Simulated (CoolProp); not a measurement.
Properties of hydrogen chloride at several states (Tc = 324.7 K, pc = 83.14 bar, ω = 0.130).

Computed with CoolProp (reference Helmholtz-energy equation of state, Thol 2018).

| T (K) | p (bar) | phase | density (kg/m³) | cv (kJ/(kg K)) | isothermal compressibility (1/MPa) |
|---|---|---|---|---|---|
| 553.7 | 0.514 | gas | 0.4072 | … | 19.46 |
| 236 | 46.3 | liquid | 1065 | … | … |
| 559.4 | 38.5 | gas | 31.04 | … | 0.2666 |

Question: What belongs in the gaps?

Answer: 
- 553.7, cv (kJ/(kg K)): 0.5791
- 236, cv (kJ/(kg K)): 0.9528
- 236, isothermal compressibility (1/MPa): 0.002194
- 559.4, cv (kJ/(kg K)): 0.5856
